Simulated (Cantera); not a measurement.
Input: 1 mol HBr, 1.9 mol O2, 5.7 mol H2, held at 2100 °C and 1330 Pa.

Equilibrium computed with Cantera from the NASA thermochemical tables; the gas is ideal and each condensed phase is pure. Candidate condensed phases: Br2, H2O; 12 gas species. Kinetics and transport are ignored.

Base state: H2O 0.486, H2 0.290, Br 0.0992, H 0.0651, HBr 0.0356, OH 0.0194, O 0.00293, O2 0.00204 (mole fractions); condensed: gas only.

**Question.** What changes in the equilibrium state with this change: temperature from 2100 °C to 1752 °C?

**Answer.** 
```json
[
 {"species": "H2O", "before": "0.486", "after": "0.545"},
 {"species": "H2", "before": "0.290", "after": "0.300"},
 {"species": "HBr", "before": "0.0356", "after": "0.0847"},
 {"species": "H", "before": "0.0651", "after": "0.00912"},
 {"species": "OH", "before": "0.0194", "after": "0.00174"},
 {"species": "Br", "before": "0.0992", "after": "0.0593"},
 {"species": "O", "before": "0.00293", "after": "3.84e-5"},
 {"species": "O2", "before": "0.00204", "after": "3.00e-5"}
]
```

**Question.** What changes in the equilibrium state with this change: HBr replaced by PH3?

**Answer.** 
```tsv
species	before	after
H2	0.290	0.514
H2O	0.486	0.274
H	0.0651	0.0867
Br	0.0992	0
PO	0	0.0739
PO2	0	0.0417
HBr	0.0356	0
OH	0.0194	0.00821
P	0	0.000287
P2	0	5.77e-5
PH	0	1.54e-5
O2	0.00204	0.000206
O	0.00293	0.000932
```
Gases not in the tables: HPO2, HPO3 and P4O6. Further candidate phases: P, P4O10.

**Question.** What changes in the equilibrium state with this change: pressure from 1330 Pa to 56000 Pa?

**Answer.** 
```
species   before    after
-------  -------  -------
H2O        0.486    0.547
H2         0.290    0.294
HBr       0.0356    0.102
Br        0.0992   0.0433
H         0.0651   0.0101
OH        0.0194  0.00335
O        0.00293  7.75e-5
O2       0.00204  5.99e-5
Br2      3.87e-6  3.10e-5
```
